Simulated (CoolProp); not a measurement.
Properties of R143a along the isotherm -55.05 °C (Tc = 72.7 °C, pc = 3.762 MPa, ω = 0.261).

The numbers come from the reference Helmholtz-energy equation of state, Lemmon and Jacobsen 2000 in CoolProp.

| p (MPa) | phase | cp (kJ/(kg K)) | speed of sound (m/s) | expansivity (1/kK) | Prandtl number |
|---|---|---|---|---|---|
| 0.157 | liquid | 1.304 | 788.5 | 2.254 | 2.91 |
| 0.313 | liquid | 1.304 | 789.5 | 2.249 | 2.91 |
| 0.47 | liquid | 1.304 | 790.5 | 2.244 | 2.91 |
| 0.627 | liquid | 1.303 | 791.5 | 2.240 | 2.91 |
| 0.784 | liquid | 1.303 | 792.5 | 2.235 | 2.91 |
| 0.94 | liquid | 1.302 | 793.6 | 2.230 | 2.91 |
| 1.1 | liquid | 1.302 | 794.6 | 2.226 | 2.91 |
| 1.25 | liquid | 1.301 | 795.5 | 2.221 | 2.91 |
| 1.41 | liquid | 1.301 | 796.6 | 2.217 | 2.91 |
| 1.57 | liquid | 1.300 | 797.6 | 2.212 | 2.91 |
| 1.72 | liquid | 1.300 | 798.5 | 2.208 | 2.91 |
| 1.88 | liquid | 1.299 | 799.5 | 2.203 | 2.90 |

Viscosity comes from a separate model (Klein 1997), an estimate that may be off by 10 % or more. Thermal conductivity comes from a separate model (McLinden 2000), an estimate that may be off by 10 % or more.
